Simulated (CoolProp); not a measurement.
Properties of octamethyltrisiloxane (MDM) along the isotherm 575 K.

Model: reference Helmholtz-energy equation of state, Thol 2017, in CoolProp.

| p (kPa) | phase | cp (kJ/(kg K)) | cv (kJ/(kg K)) | Joule-Thomson coefficient (K/MPa) |
|---|---|---|---|---|
| 1110 | gas | 2.350 | 2.113 | 16.17 |
| 2210 | supercritical | 2.823 | 2.148 | 4.010 |
| 3320 | supercritical | 2.543 | 2.132 | 1.443 |
| 4420 | supercritical | 2.468 | 2.126 | 0.8115 |
| 5530 | supercritical | 2.430 | 2.122 | 0.5075 |
| 6630 | supercritical | 2.406 | 2.120 | 0.3276 |
| 7740 | supercritical | 2.389 | 2.118 | 0.2054 |
| 8850 | supercritical | 2.377 | 2.117 | 0.1172 |
| 9950 | supercritical | 2.367 | 2.117 | 0.05078 |
| 11100 | supercritical | 2.359 | 2.116 | -0.003731 |
| 12200 | supercritical | 2.353 | 2.116 | -0.04579 |
| 13300 | supercritical | 2.347 | 2.115 | -0.08061 |
| 14400 | supercritical | 2.343 | 2.115 | -0.1099 |
